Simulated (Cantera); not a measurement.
Input: 1 mol MgSO4, 0.52 mol H2, 5.2 mol H2O, at 1475 °C and 12.0 Torr.

Equilibrium computed with Cantera from the NASA thermochemical tables; the gas is ideal and each condensed phase is pure. Candidate condensed phases: H2O, H2SO4, Mg, MgO, Mg(OH)2, MgS, MgSO4, S; 26 gas species. Rates play no part.

Base state: H2O 0.818, SO2 0.143, O2 0.0343, OH 0.00255, H2 0.00114, O 0.000107, SO 6.65e-5, H 6.10e-5 (mole fractions); condensed: MgO(s).

Question: What changes in the equilibrium state with this change: pressure from 12.0 Torr to 338 Torr?

Answer: 
```csv
species,before,after
H2O,0.818,0.821
SO2,0.143,0.143
O2,0.0343,0.0342
OH,0.00255,0.00111
H2,0.00114,0.000216
H,6.10e-5,5.01e-6
O,0.000107,2.02e-5
SO3,4.26e-5,0.000226
SO,6.65e-5,1.26e-5
"MgO(s), mol",1.000,1.000
```

Question: What changes in the equilibrium state with this change: pressure from 12.0 Torr to 2400 Torr?

Answer: 
| species | before | after |
|---|---|---|
| H2O | 0.818 | 0.821 |
| SO2 | 0.143 | 0.143 |
| O2 | 0.0343 | 0.0341 |
| OH | 0.00255 | 0.000679 |
| H2 | 0.00114 | 8.14e-5 |
| H | 6.10e-5 | 1.15e-6 |
| O | 0.000107 | 7.56e-6 |
| SO | 6.65e-5 | 4.71e-6 |
| SO3 | 4.26e-5 | 0.000599 |
| MgO(s), mol | 1.000 | 1.000 |

Question: What changes in the equilibrium state with this change: pressure from 12.0 Torr to 0.195 Torr?

Answer: 
```csv
species,before,after
H2O,0.818,0.803
SO2,0.143,0.142
O2,0.0343,0.0368
H2,0.00114,0.00849
OH,0.00255,0.00720
H,6.10e-5,0.00131
O,0.000107,0.000872
"MgO(s), mol",1.000,1.000
```
